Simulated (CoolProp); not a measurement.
Properties of cyclopropane along the isotherm 473 K (Tc = 398.7 K, pc = 56.05 bar, ω = 0.131).

Values from CoolProp's reference Helmholtz-energy equation of state, Polt 1992. This equation is an older, rougher fit.

| p (bar) | phase | speed of sound (m/s) | isothermal compressibility (1/MPa) | expansivity (1/kK) | fugacity coefficient |
|---|---|---|---|---|---|
| 0.0886 | gas | 320.7 | 112.9 | 2.116 | 0.9997 |
| 0.15 | gas | 320.7 | 66.70 | 2.117 | 0.9994 |
| 0.252 | gas | 320.6 | 39.72 | 2.120 | 0.9991 |
| 0.426 | gas | 320.4 | 23.51 | 2.123 | 0.9984 |
| 0.719 | gas | 320.1 | 13.95 | 2.130 | 0.9973 |
| 1.21 | gas | 319.6 | 8.302 | 2.140 | 0.9955 |
| 2.05 | gas | 318.7 | 4.916 | 2.159 | 0.9924 |
| 3.46 | gas | 317.3 | 2.928 | 2.191 | 0.9871 |
| 5.83 | gas | 314.8 | 1.754 | 2.246 | 0.9784 |
| 9.84 | gas | (withheld) | 1.056 | 2.346 | 0.9637 |
| 16.6 | gas | 303.6 | 0.6435 | (withheld) | 0.9394 |
| 28 | gas | 291.8 | (withheld) | 2.916 | 0.8994 |

Task: What belongs in the gaps?

Result: 
- 9.84, speed of sound (m/s): 310.6
- 16.6, expansivity (1/kK): 2.533
- 28, isothermal compressibility (1/MPa): 0.4013
